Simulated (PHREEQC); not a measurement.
A solution holds 5.4e-05 mol/kgw H4SiO4, at 20 °C. It is in equilibrium with CO2 at log p = -3.4 (atm). Otherwise closed; pH follows from the charge balance.

The numbers come from PHREEQC with the ion-association model, wateq4f.dat.

No solid was allowed to form.

Question: Estimate the pH, ionic strength.

Answer: pH 5.59; ionic strength 2.55e-6 mol/kgw.

Question: In which forms is C present?

Answer: CO2 86 %, HCO3- 14 % of the C.
